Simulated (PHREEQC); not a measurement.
**Ultrapure water in contact with air or piping: an equilibrium model**

Model water analysis in mg/kgw, 25 °C, pH 6.88, pe 10.3:

```csv
constituent,mg/kgw
Na,0.513
K,0.0551
Ca,0.243
Mg,0.0131
Cl,0.9
S(6) as SO4,0.244
Alkalinity as HCO3,0.423
F,0.00835
```

Valence states are taken as typed.

Computed with PHREEQC (ion-association model, wateq4f.dat).

No solid was allowed to form.

Task: Predict the charge-balance error.

Result: charge-balance error -1.2 %.

Task: In which forms is C present?

Result: HCO3- 77 %, CO2 23 % of the C.

Species that the database lacks are ignored.
